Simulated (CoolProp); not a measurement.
Vapour-liquid equilibrium of R134a (1) + R227EA (2) at 292.2 K; x and y are mole fractions of (1).

Computed with CoolProp (multi-fluid Helmholtz-energy mixture model, Tillner-Roth 1994 and Lemmon 2016; pair parameters Bell 2016).

```json
[
 {"x": "0.05", "bubble pressure, mixture model (bar)": "3.893", "bubble pressure, Raoult's law (bar)": "3.864", "y, mixture model": "0.075", "y, Raoult's law": "0.072"},
 {"x": "0.15", "bubble pressure, mixture model (bar)": "4.121", "bubble pressure, Raoult's law (bar)": "4.041", "y, mixture model": "?", "y, Raoult's law": "0.206"},
 {"x": "0.25", "bubble pressure, mixture model (bar)": "4.336", "bubble pressure, Raoult's law (bar)": "4.219", "y, mixture model": "?", "y, Raoult's law": "0.329"},
 {"x": "0.35", "bubble pressure, mixture model (bar)": "4.538", "bubble pressure, Raoult's law (bar)": "4.396", "y, mixture model": "?", "y, Raoult's law": "0.442"},
 {"x": "0.45", "bubble pressure, mixture model (bar)": "4.727", "bubble pressure, Raoult's law (bar)": "4.574", "y, mixture model": "0.536", "y, Raoult's law": "0.546"},
 {"x": "0.55", "bubble pressure, mixture model (bar)": "?", "bubble pressure, Raoult's law (bar)": "4.752", "y, mixture model": "0.628", "y, Raoult's law": "0.643"},
 {"x": "0.65", "bubble pressure, mixture model (bar)": "5.068", "bubble pressure, Raoult's law (bar)": "4.929", "y, mixture model": "0.714", "y, Raoult's law": "0.732"},
 {"x": "0.75", "bubble pressure, mixture model (bar)": "5.221", "bubble pressure, Raoult's law (bar)": "5.107", "y, mixture model": "0.797", "y, Raoult's law": "0.815"},
 {"x": "0.85", "bubble pressure, mixture model (bar)": "?", "bubble pressure, Raoult's law (bar)": "5.285", "y, mixture model": "0.878", "y, Raoult's law": "0.893"},
 {"x": "0.95", "bubble pressure, mixture model (bar)": "5.491", "bubble pressure, Raoult's law (bar)": "5.462", "y, mixture model": "?", "y, Raoult's law": "0.965"}
]
```

Q: Complete the blanks.

A: 
- 0.15, y, mixture model: 0.210
- 0.25, y, mixture model: 0.330
- 0.35, y, mixture model: 0.438
- 0.55, bubble pressure, mixture model (bar): 4.904
- 0.85, bubble pressure, mixture model (bar): 5.362
- 0.95, y, mixture model: 0.959

The largest gap from Raoult's law is +3.3 % in bubble pressure, at x = 0.45. No azeotrope shows between x = 0.05 and 0.95.

The pair parameters rest on a limited set of measurements; away from them the model extrapolates.
